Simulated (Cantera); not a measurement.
## Thermodynamics of hydrogen reduction and annealing atmospheres, feed CuO + H2 + N2

Input: 1 mol CuO, a varied amount of H2, 4.1 mol N2, at 1448 K and 6750 Torr.

Equilibrium computed with Cantera from the NASA thermochemical tables; the gas is ideal and each condensed phase is pure. Candidate condensed phases: Cu, CuO, Cu(OH)2, Cu2O, H2O; 27 gas species. Mutual solubility and eutectic melting of coexisting phases are not modelled. The numbers say what is thermodynamically allowed, not how fast it happens.

From 0.75 mol H2 to 1 mol H2 the condensed part is Cu(l) + Cu2O(s). From 1.4 mol H2 to 17 mol H2 the condensed part is Cu(l). The main Cu-bearing gas is Cu throughout.

| n(H2) (mol) | x N2 | x H2 | x H2O | x NH3 | x NO | n Cu(l) | n Cu2O(s) |
|---|---|---|---|---|---|---|---|
| 0.75 | 0.845 | 2.47e-5 | 0.155 | 7.38e-11 | 4.09e-6 | 0.500 | 0.250 |
| 1 | 0.804 | 3.13e-5 | 0.196 | 1.03e-10 | 3.99e-6 | 1.000 | 9.49e-5 |
| 1.4 | 0.745 | 0.0727 | 0.182 | 1.11e-5 | 1.53e-9 | 1.000 | 0 |
| 1.9 | 0.683 | 0.150 | 0.167 | 3.15e-5 | 6.52e-10 | 1.000 | 0 |
| 2.6 | 0.612 | 0.239 | 0.149 | 5.98e-5 | 3.47e-10 | 1.000 | 0 |
| 3.6 | 0.532 | 0.338 | 0.130 | 9.38e-5 | 1.99e-10 | 1.000 | 0 |
| 4.9 | 0.456 | 0.433 | 0.111 | 0.000126 | 1.23e-10 | 1.000 | 0 |
| 6.7 | 0.380 | 0.528 | 0.0926 | 0.000155 | 7.67e-11 | 1.000 | 0 |
| 9.1 | 0.311 | 0.613 | 0.0758 | 0.000176 | 4.88e-11 | 1.000 | 0 |
| 12 | 0.255 | 0.683 | 0.0621 | 0.000187 | 3.26e-11 | 1.000 | 0 |
| 17 | 0.194 | 0.758 | 0.0474 | 0.000191 | 1.95e-11 | 1.000 | 0 |
x: gas mole fraction; n: condensed amount in mol.
